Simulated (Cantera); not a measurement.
A diamond (100) surface in a fixed gas of H2 with x(CH4) = 0.0024, x(H) = 0.00047, at 925 K, 90.0 Torr; coverages are run to steady state.

Model: the Harris–Goodwin 1993 mechanism for the reconstructed diamond (100) surface, integrated in Cantera.

One state of this run: growth (µm/h) = 2.24; θ c6HH = 0.601; θ c6H* = 0.0109; θ c6*H = 0.279; θ c6** = 0.00436; θ c6HM = 0.0825. θ: site fractions in the mechanism's names (c6HH fully hydrogenated, c6H* and c6*H radical sites, c6** diradical, c6HM methylated).

Task: Which value of x(CH3) does it belong to?
A. 0.0038
B. 6.1e-05
C. 0.0013
D. 2.2e-05

Result: B, 6.1e-05
